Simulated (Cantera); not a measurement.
## Ammonia decomposition in nitride growth gas

An isothermal, constant-pressure homogeneous reactor starts with NH3 : H2 = 1 : 7.5 (molar parts), at 2275 K and 593 Torr.

Cantera simulation using the gas-phase N/H chemistry of the illustrative SiF4/NH3 mechanism in the Surface Chemkin manual (1991); the numbers are that mechanism's predictions, not measurements. Walls and surfaces, which speed up NH3 decomposition in real reactors, are not modelled.

```json
[
 {"t (s)": "5.00e-5", "x NH3": "0.117", "x H2": "0.881", "x N2": "1.68e-5", "x NH": "1.04e-5", "x H": "0.000996"},
 {"t (s)": "0.000146", "x NH3": "0.115", "x H2": "0.881", "x N2": "0.000587", "x NH": "4.24e-5", "x H": "0.00205"},
 {"t (s)": "0.000429", "x NH3": "0.107", "x H2": "0.885", "x N2": "0.00403", "x NH": "4.87e-5", "x H": "0.00228"},
 {"t (s)": "0.00126", "x NH3": "0.0874", "x H2": "0.896", "x N2": "0.0131", "x NH": "4.57e-5", "x H": "0.00247"},
 {"t (s)": "0.00368", "x NH3": "0.0482", "x H2": "0.917", "x N2": "0.0307", "x NH": "3.79e-5", "x H": "0.00309"},
 {"t (s)": "0.0108", "x NH3": "0.00793", "x H2": "0.937", "x N2": "0.0488", "x NH": "2.10e-5", "x H": "0.00574"},
 {"t (s)": "0.0316", "x NH3": "0.000366", "x H2": "0.938", "x N2": "0.0522", "x NH": "2.54e-6", "x H": "0.00926"},
 {"t (s)": "0.0926", "x NH3": "7.83e-5", "x H2": "0.938", "x N2": "0.0523", "x NH": "5.50e-7", "x H": "0.00931"},
 {"t (s)": "0.271", "x NH3": "2.37e-5", "x H2": "0.938", "x N2": "0.0524", "x NH": "1.67e-7", "x H": "0.00931"},
 {"t (s)": "0.795", "x NH3": "7.97e-6", "x H2": "0.938", "x N2": "0.0524", "x NH": "5.60e-8", "x H": "0.00931"},
 {"t (s)": "2.33", "x NH3": "3.21e-6", "x H2": "0.938", "x N2": "0.0524", "x NH": "2.26e-8", "x H": "0.00931"},
 {"t (s)": "6.83", "x NH3": "2.25e-6", "x H2": "0.938", "x N2": "0.0524", "x NH": "1.58e-8", "x H": "0.00931"},
 {"t (s)": "20.0", "x NH3": "2.22e-6", "x H2": "0.938", "x N2": "0.0524", "x NH": "1.56e-8", "x H": "0.00931"}
]
```
x: mole fraction; the columns are a selection and need not sum to one.

Equilibrium at this temperature and pressure: NH3 2.22e-6, H2 0.938, N2 0.0524, NH 1.56e-8, H 0.00931 (gas phase only).
